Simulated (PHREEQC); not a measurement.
MgCl2 is added in steps, without added water, to 1 kg of water holding 0.0015 mol/kgw NaH2PO4, at 68 °C. Oxygen alone is held at its pressure in air (log pO2 = -0.68). No CO2 enters from the air. The run lets Brucite, Halite precipitate or redissolve, and no other solid.

Base run: PHREEQC, ion-association model, wateq4f.dat. Each further column changes one thing. The table gives MgH2PO4+ (mol/kgw).

```csv
MgCl2 added (mol),base,all activity coefficients set to 1,Debye-Hückel limiting law,Davies equation for every ion
0,0,0,0,0
0.000225,1.63e-5,1.98e-5,1.60e-5,1.62e-5
0.00045,3.15e-5,3.92e-5,3.08e-5,3.13e-5
0.000675,4.58e-5,5.81e-5,4.46e-5,4.55e-5
0.0009,5.94e-5,7.66e-5,5.75e-5,5.88e-5
0.001125,7.23e-5,9.46e-5,6.96e-5,7.15e-5
0.00135,8.46e-5,0.000112,8.11e-5,8.36e-5
0.00165,0.000100,0.000135,9.55e-5,9.89e-5
0.001875,0.000111,0.000152,0.000106,0.000110
0.0021,0.000122,0.000168,0.000115,0.000120
0.002325,0.000133,0.000184,0.000125,0.000130
0.00255,0.000143,0.000199,0.000134,0.000140
0.002775,0.000152,0.000214,0.000142,0.000149
0.003,0.000162,0.000229,0.000150,0.000159
```

H3PO4, which wateq4f.dat lacks, is added to it with the constant of phreeqc.dat. Away from 25 °C the constants follow the database's enthalpies or fits; those with neither stay at their 25 °C values.
